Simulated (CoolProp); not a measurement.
The numbers come from the reference Helmholtz-energy equation of state, de Vries 1995 in CoolProp.

### Question
Give the vapour pressure (bar), liquid cp (kJ/(kg K)), liquid viscosity (µPa s), vapour viscosity (µPa s) of saturated R124 at 339.8, 364.5, 389.2 K.

### Answer
| T (K) | p (bar) | liquid cp (kJ/(kg K)) | liquid viscosity (µPa s) | vapour viscosity (µPa s) |
|---|---|---|---|---|
| 339.8 | 11.7 | 1.28 | 150 | 15.3 |
| 364.5 | 20.0 | 1.49 | 109 | 17.5 |
| 389.2 | 32.3 | 3.13 | 70.4 | 24.5 |

Viscosity comes from a separate model (Bell 2016), an estimate that may be off by 10 % or more.
